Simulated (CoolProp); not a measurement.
Vapour-liquid equilibrium of R143a (1) + R152A (2) at 1.78 bar; x and y are mole fractions of (1).

The numbers come from the multi-fluid Helmholtz-energy mixture model, Lemmon and Jacobsen 2000 and Outcalt 1996; pair parameters Bell 2016 in CoolProp.

```csv
x,"bubble temperature, mixture model (K)","bubble temperature, Raoult's law (K)","y, mixture model","y, Raoult's law"
0.05,260.2,260.8,0.131,0.116
0.125,257.1,258.3,0.288,0.266
0.2,254.4,255.9,0.410,0.391
0.275,…,253.7,0.508,0.497
0.35,250.1,251.7,0.589,0.587
0.425,248.3,249.8,…,0.664
0.5,246.7,248.0,0.716,0.730
0.575,245.2,246.3,…,0.787
0.65,243.9,244.8,…,0.836
0.725,242.6,243.3,0.860,0.880
0.8,241.4,241.9,0.901,0.918
0.875,240.3,240.6,…,0.952
0.95,239.2,239.3,0.976,0.982
```

Q: Some entries are withheld; supply them.

A: 
- 0.275, bubble temperature, mixture model (K): 252.1
- 0.425, y, mixture model: 0.657
- 0.575, y, mixture model: 0.769
- 0.65, y, mixture model: 0.816
- 0.875, y, mixture model: 0.939

The largest gap from Raoult's law is -1.6 K in bubble temperature, at x = 0.275. No azeotrope shows between x = 0.05 and 0.95.

Pair parameters are fitted to limited data, so mixtures are less certain than the pure fluids.
